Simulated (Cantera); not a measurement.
Charge: 1 mol B, a varied amount of H₂O, 3.6 mol H₂, at 2325 K and 1.33 mbar.

These are equilibrium values from Cantera (NASA tables, ideal gas, pure condensed phases), not measurements of a reactor. Candidate condensed phases: B, B₂O₃, B₃O₃H₃, H₂O; 23 gas species. Equilibrium is a limit: real reactors are often held back by kinetics, nucleation or transport.

### Question
At 4.9 mol H₂O, list the 7 most abundant gas species with their mole fractions, and the condensed phases.

### Answer
H₂ 0.417, H₂O 0.265, H 0.195, HBO₂ 0.0735, OH 0.0206, BO 0.00868, BO₂ 0.00687. Condensed: gas only.
